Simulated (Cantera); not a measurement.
Input (Python, Cantera):

```python
import numpy as np
import cantera as ct

surf = ct.Interface("ptcombust.yaml", "Pt_surf")
gas = surf.adjacent["gas"]
gas.TPX = 825, 101325, {'CO': 0.031, 'O2': 0.18, 'N2': 0.79, 'H2O': 0.025}
surf.TP = 825, 101325
reactor = ct.FlowReactor(gas, clone=False)
reactor.area = 0.0001  # m2
reactor.surface_area_to_volume_ratio = 3500  # 1/m
reactor.mass_flow_rate = 2 * reactor.area * gas.density  # inlet velocity 2 m/s
reactor.energy_enabled = False
wall = ct.ReactorSurface(surf, reactor, clone=False)
net = ct.ReactorNet([reactor])
net.rtol, net.atol = 1e-8, 1e-16
show, cover = ['CO', 'O2', 'H2O', 'CO2'], ['PT(S)', 'H(S)', 'O(S)', 'OH(S)', 'CO(S)', 'C(S)']

rows = []
print(f"{'z/m':>9s}{'u/(m/s)':>9s}" + "".join(f"{s:>13s}" for s in show + cover))
for z in [0.00023, 0.00049, 0.001, 0.0023, 0.0049, 0.01, 0.023]:
    net.advance(z)
    rows.append([reactor.speed, *gas[show].X, *surf[cover].coverages])
    print(f"{z:9.4g}{rows[-1][0]:9.3g}" + "".join(f"{x:13.4e}" for x in rows[-1][1:]))
```

It prints:

```
      z/m  u/(m/s)           CO           O2          H2O          CO2        PT(S)         H(S)         O(S)        OH(S)        CO(S)         C(S)
  0.00023     1.98   5.9001e-03   1.6526e-01   2.4667e-02   2.4687e-02   5.9759e-02   2.3460e-08   9.3497e-01   3.5058e-03   1.7639e-03   6.4607e-16
  0.00049     1.97   3.8488e-03   1.6440e-01   2.4693e-02   2.6770e-02   4.9681e-02   1.7685e-08   9.4631e-01   3.2176e-03   7.8619e-04   2.3653e-16
    0.001     1.97   2.0481e-03   1.6365e-01   2.4715e-02   2.8598e-02   4.4305e-02   1.4854e-08   9.5231e-01   3.0495e-03   3.3074e-04   8.8180e-17
   0.0023     1.97   5.4184e-04   1.6302e-01   2.4734e-02   3.0128e-02   4.1025e-02   1.3215e-08   9.5596e-01   2.9411e-03   7.4750e-05   1.8384e-17
   0.0049     1.97   4.7381e-05   1.6281e-01   2.4740e-02   3.0630e-02   4.0110e-02   1.2770e-08   9.5697e-01   2.9101e-03   6.2418e-06   1.4992e-18
     0.01     1.97   4.3141e-07   1.6279e-01   2.4740e-02   3.0677e-02   4.0027e-02   1.2730e-08   9.5706e-01   2.9072e-03   5.6592e-08   1.3563e-20
    0.023     1.97   2.7395e-12   1.6279e-01   2.4740e-02   3.0678e-02   4.0026e-02   1.2729e-08   9.5706e-01   2.9072e-03   3.5936e-13   8.6128e-26
```

Computed with Cantera and Deutschmann's 1995 Pt surface mechanism with GRI-Mech 3.0 gas chemistry. Catalytic surfaces can have several steady states; this one follows from the mechanism file's or the stated starting coverage. Mass transfer to the wall is taken as infinitely fast.
